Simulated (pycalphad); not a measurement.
Source of the numbers: pycalphad with the COST 507 light-alloy database (1999); pressure 1 atm. The data set is of 1999 and partly superseded. Amounts are mole fractions of atoms. Kinetics are ignored, which matters at the lower temperatures.

**Question.** Give the equilibrium state of Mg-6.354Al-1.227Si (wt.%) at 410 K.

**Answer.** hcp, fraction 0.859, with 1.6 Al, <0.01 Si wt.%; ALMG_GAMMA, fraction 0.109, with 43.9 Al, no Si wt.%; MG2SI, fraction 0.032, with no Al, 36.6 Si wt.%.

**Question.** Give the equilibrium state of Mg-6.354Al-1.227Si (wt.%) at 610 K.

**Answer.** 
```
T = 610.00 K, P = 101325 Pa, N = 1 mol of atoms
G = -24237 J/mol, H = 8081 J/mol, S = 52.98 J/(mol K)  (SER reference)
chemical potentials (J/mol): Mg -23433, Al -28123, Si -73314
phase             fraction      x(Mg)      x(Al)      x(Si)
HCP_A3              0.9679     0.9404     0.0596    2.5e-08
MG2SI               0.0321     0.6667       none     0.3333
```

Database names, with the compositions (at.%) that they take in these runs: MG2SI: Mg 67 Si 33; ALMG_GAMMA: Mg 59 Al 41. HCP_A3 is hcp. An entry "none" or "no" means that the model of the phase leaves that element out.
